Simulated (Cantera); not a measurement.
Charge: 1 mol Si₃H₈, 1.8 mol HCl, 35 mol N₂, 0.029 mol Cl₂, equilibrated at 1327 °C and 10.0 Torr.

Method: chemical equilibrium by Gibbs-energy minimisation in Cantera with the NASA 1993 tables (ideal gas, pure condensed phases). Candidate condensed phases: NH₄Cl, Si, Si₃N₄; 28 gas species. The feed counts by its element totals alone. The tables' values for SiCl₃ are old estimates; treat these amounts as uncertain. Kinetics and transport are ignored.

Base state: N₂ 0.850, H₂ 0.106, HCl 0.0388, SiCl₂ 0.00432, H 0.000154, SiCl₃ 8.09e-5, Cl 4.43e-5 (mole fractions); condensed: Si₃N₄(s).

Task: What changes in the equilibrium state with this change: temperature from 1327 °C to 977 °C?

Result: 
```json
[
 {"species": "N₂", "before": "0.850", "after": "0.850"},
 {"species": "H₂", "before": "0.106", "after": "0.102"},
 {"species": "HCl", "before": "0.0388", "after": "0.0477"},
 {"species": "SiCl₂", "before": "0.00432", "after": "2.79e-5"},
 {"species": "H", "before": "0.000154", "after": "1.34e-6"},
 {"species": "Cl", "before": "4.43e-5", "after": "5.34e-7"},
 {"species": "Si₃N₄(s), mol", "before": "0.943", "after": "0.999"}
]
```
N₂ is the only nitrogen source here; it is nearly inert below about 1500 K, so the nitride shown seldom forms there in practice.
